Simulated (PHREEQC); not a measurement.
Ca(OH)2 is added in steps, without added water, to 1 kg of water holding 0.0055 mol/kgw H2S, 0.0026 mol/kgw NaOH and 0.004 mol/kgw ZnCl2, at 73 °C. No oxygen is let in. No CO2 enters from the air. Precipitation was switched off in this run.

Base run: PHREEQC, ion-association model, wateq4f.dat. Each further column changes one thing. The table gives Zn+2 (mol/kgw).

| Ca(OH)2 added (mol) | base | temperature from 73 to 45 °C | temperature from 73 to 65 °C | ZnCl2 from 0.004 to 0.0044 mol/kgw |
|---|---|---|---|---|
| 0 | 0.00136 | 0.00150 | 0.00140 | 0.00170 |
| 0.001063 | 0.00121 | 0.00129 | 0.00124 | 0.00157 |
| 0.001771 | 0.000584 | 0.000722 | 0.000610 | 0.000938 |
| 0.002833 | 7.05e-6 | 2.84e-6 | 6.34e-6 | 2.50e-5 |
| 0.003896 | 8.67e-7 | 5.67e-8 | 4.66e-7 | 2.01e-6 |
| 0.004604 | 4.03e-7 | 2.15e-8 | 2.00e-7 | 7.96e-7 |
| 0.005667 | 1.85e-7 | 8.32e-9 | 8.66e-8 | 3.22e-7 |
| 0.006729 | 1.06e-7 | 4.26e-9 | 4.80e-8 | 1.73e-7 |
| 0.007437 | 7.85e-8 | 2.97e-9 | 3.51e-8 | 1.25e-7 |
| 0.0085 | 5.39e-8 | 1.89e-9 | 2.36e-8 | 8.33e-8 |

In at least one series the solution becomes supersaturated in solids that the run did not let form, among them Zn(OH)2-e, Zn5(OH)8Cl2, ZnS(a). The polysulfide entries of wateq4f.dat were taken out for this run. Away from 25 °C the constants follow the database's enthalpies or fits; those with neither stay at their 25 °C values.
